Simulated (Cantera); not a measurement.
A perfectly stirred reactor is fed with CH4 : H2 = 1 : 1.3 (molar parts), at 0.975 Torr; it is held at 1825 K, and followed from long to short residence time.

Computed with Cantera and GRI-Mech 3.0 (53 species, 325 reactions). GRI-Mech 3.0 stops at C3 and has no aromatics, soot or wall deposition, so with more carbon than oxygen in the feed, carbon stays in small species such as C2H2 where larger ones or solid carbon would form. Radical loss at walls, strong at low pressure, is not modelled.

x: mole fraction; the columns are a selection and need not sum to one.

```json
[
 {"τ (s)": "15", "x CH4": "0.0198", "x H2": "0.832", "x C2H": "5.03e-6", "x H": "0.00300", "x C2H2": "0.144", "x C2H4": "9.68e-5", "x C2H6": "1.19e-6"},
 {"τ (s)": "3.6", "x CH4": "[?]", "x H2": "0.812", "x C2H": "[?]", "x H": "[?]", "x C2H2": "[?]", "x C2H4": "[?]", "x C2H6": "[?]"},
 {"τ (s)": "0.84", "x CH4": "0.114", "x H2": "0.769", "x C2H": "2.49e-6", "x H": "0.00183", "x C2H2": "0.108", "x C2H4": "0.00180", "x C2H6": "2.21e-5"},
 {"τ (s)": "0.19", "x CH4": "0.231", "x H2": "0.691", "x C2H": "1.17e-6", "x H": "0.00134", "x C2H2": "0.0624", "x C2H4": "0.00562", "x C2H6": "6.27e-5"},
 {"τ (s)": "0.045", "x CH4": "0.392", "x H2": "0.588", "x C2H": "7.10e-8", "x H": "0.000565", "x C2H2": "0.00760", "x C2H4": "0.00499", "x C2H6": "5.11e-5"},
 {"τ (s)": "0.011", "x CH4": "0.432", "x H2": "0.566", "x C2H": "6.23e-11", "x H": "0.000119", "x C2H2": "3.05e-5", "x C2H4": "0.000165", "x C2H6": "3.31e-6"},
 {"τ (s)": "0.0024", "x CH4": "0.434", "x H2": "0.565", "x C2H": "<1e-12", "x H": "[?]", "x C2H2": "[?]", "x C2H4": "[?]", "x C2H6": "[?]"},
 {"τ (s)": "0.00057", "x CH4": "0.435", "x H2": "0.565", "x C2H": "<1e-12", "x H": "8.60e-6", "x C2H2": "1.43e-10", "x C2H4": "2.03e-8", "x C2H6": "2.22e-9"}
]
```

### Question
Some entries are withheld; supply them.

### Answer

- 3.6, x CH4: 0.0504
- 3.6, x C2H: 3.63e-6
- 3.6, x H: 0.00230
- 3.6, x C2H2: 0.132
- 3.6, x C2H4: 0.000442
- 3.6, x C2H6: 5.66e-6
- 0.0024, x H: 2.76e-5
- 0.0024, x C2H2: 5.80e-8
- 0.0024, x C2H4: 1.84e-6
- 0.0024, x C2H6: 1.07e-7
